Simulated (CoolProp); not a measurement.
Vapour-liquid equilibrium of hydrogen sulfide (1) + n-hexane (2) at 70.75 °C; x and y are mole fractions of (1).

Model: multi-fluid Helmholtz-energy mixture model, Lemmon 2006 and Thol 2019; pair parameters Kunz 2012, in CoolProp.

Q: Give the bubble pressure and the first vapour's composition at x = 0.15, 0.85, 0.95. Is there an azeotrope?

A: x = 0.15: 8.692 bar, y = 0.871; x = 0.85: 42.96 bar, y = 0.983; x = 0.95: 49.63 bar, y = 0.993. No azeotrope shows between x = 0.05 and 0.95.

Pair parameters are fitted to limited data, so mixtures are less certain than the pure fluids.
